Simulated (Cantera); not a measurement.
Source: NASA polynomial tables (part measured, part estimated), evaluated in Cantera. Values are per mole of reaction as written; species without (g) are pure solids or liquids, kept so even where they would boil at 1 bar.

Problem. Between 300 and 2748 K, where is each reaction favourable under standard conditions?
- 2 AlN = 2 Al(g) + N2(g)

Solution. 
- 2 AlN = 2 Al(g) + N2(g): ΔG° is 1151 kJ at 300 K and 25 kJ at 2748 K; it stays positive (K < 1). ΔH° is 1243 kJ and ΔS° 443 J/K at 2748 K.
